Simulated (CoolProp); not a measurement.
o-xylene at several states: Z from the reference equation and from simpler models built on Tc = 357.1 °C, pc = 3.737 MPa, ω = 0.312; each cubic takes its own stable root.

Model: reference Helmholtz-energy equation of state, Zhou 2012, in CoolProp.

```
T (°C)  p (MPa)   phase  reference
------  -------  ------  ---------
27.75      14.5  liquid     0.6964
62.35      11.8  liquid     0.5259
148.45     9.02  liquid     0.3509
86.45      11.6  liquid     0.4938
116.45   0.0532  liquid   0.002191
345.75    0.698     gas     0.9224
```

### Question
How far does each simpler model (van der Waals, Redlich-Kwong, Soave-Redlich-Kwong, Peng-Robinson) lie from the reference over these 6 states: mean and median of the absolute difference, and the worst?

### Answer
- van der Waals: mean 7536.5 %, median 67.5 %, worst +44947.9 % at 116.45 °C and 0.0532 MPa
- Redlich-Kwong: mean 7459.4 %, median 15.8 %, worst +44692.3 % at 116.45 °C and 0.0532 MPa
- Soave-Redlich-Kwong: mean 10.8 %, median 12.7 %, worst +13.8 % at 27.75 °C and 14.5 MPa
- Peng-Robinson: mean 0.5 %, median 0.4 %, worst +1.5 % at 27.75 °C and 14.5 MPa

At some of these states van der Waals, Redlich-Kwong gives the other phase, because its saturation line lies elsewhere.
